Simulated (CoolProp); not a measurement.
Properties of propylene at several states (Tc = 364.2 K, pc = 4.555 MPa, ω = 0.146).

Values from CoolProp's reference Helmholtz-energy equation of state, Lemmon 2013.

```csv
T (K),p (MPa),phase,isothermal compressibility (1/MPa),fugacity coefficient
165.1,2.47,liquid,0.0008941,0.0008914
334,27,liquid,0.003715,0.1525
351.2,0.0669,gas,15.03,0.9944
242.2,0.0458,gas,22.12,0.9876
331.3,0.15,gas,6.772,0.9849
```
